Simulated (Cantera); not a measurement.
Adiabatic ignition

An adiabatic, constant-volume homogeneous reactor starts with CH₄ : O₂ : N₂ = 1 : 2.08 : 7.83 (molar parts), equivalence ratio 0.96, at 1200 K and 0.920 bar.

Model: GRI-Mech 3.0 (53 species, 325 reactions), integrated in Cantera.

```tsv
t (s)	T (K)	P (bar)	x CH₄	x O₂	x N₂O	x H₂	x CH₂CO	x C₂H₄
4.00e-6	1200	0.920	0.0917	0.191	<1e-12	1.89e-11	<1e-12	<1e-12
1.21e-5	1200	0.920	0.0917	0.191	<1e-12	7.39e-11	<1e-12	<1e-12
3.68e-5	1200	0.920	0.0917	0.191	<1e-12	2.77e-10	<1e-12	<1e-12
0.000112	1200	0.920	0.0917	0.191	<1e-12	1.25e-9	<1e-12	<1e-12
0.000339	1200	0.920	0.0917	0.191	<1e-12	8.43e-9	<1e-12	1.53e-11
0.00103	1200	0.920	0.0917	0.191	2.45e-12	1.04e-7	<1e-12	8.83e-10
0.00312	1200	0.920	0.0916	0.191	1.33e-11	1.74e-6	1.22e-11	6.77e-8
0.00945	1201	0.921	0.0915	0.191	6.20e-11	1.49e-5	1.43e-9	1.04e-6
0.0287	1208	0.926	0.0904	0.190	5.49e-10	0.000195	1.71e-7	2.19e-5
0.0869	2802	2.23	<1e-12	0.0215	8.61e-7	0.0150	<1e-12	<1e-12
0.264	2802	2.23	<1e-12	0.0215	8.61e-7	0.0150	<1e-12	<1e-12
0.800	2802	2.23	<1e-12	0.0215	8.61e-7	0.0150	<1e-12	<1e-12
```
x: mole fraction; the columns are a selection and need not sum to one.

| Item | Value |
|---|---|
| time of steepest temperature rise | 46.2 ms |
| temperature at 0.800 s | 2802 K |
| equilibrium temperature | 2802 K |
| x(CH₄) at 0.800 s | <1e-12 (gas-phase equilibrium <1e-12) |
| x(O₂) at 0.800 s | 0.0215 (gas-phase equilibrium 0.0215) |
| x(N₂O) at 0.800 s | 8.61e-7 (gas-phase equilibrium 8.61e-7) |
